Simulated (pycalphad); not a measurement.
Computed with pycalphad from the COST 507 light-alloy database (1999), at 1 atm. These are 1990s assessments: newer ones move some temperatures and phases. Amounts are mole fractions of atoms. Diffusion is slow at the low end, where real alloys seldom reach equilibrium.

Give the equilibrium state of Cu-8.5Si (at.%) at 700 K.

fcc, fraction 0.902, with 7.6 Si at.%; CU56SI11_GAMMA, fraction 0.098, with 16.4 Si at.%.

Give the equilibrium state of Cu-8.5Si (at.%) at 650 K.

fcc, fraction 0.908, with 6.9 Si at.%; CU19SI6_ETA, fraction 0.092, with 24.0 Si at.%.

Database names, with the compositions (at.%) that they take in these runs: CU56SI11_GAMMA: Cu 84 Si 16; CU19SI6_ETA: Cu 76 Si 24.
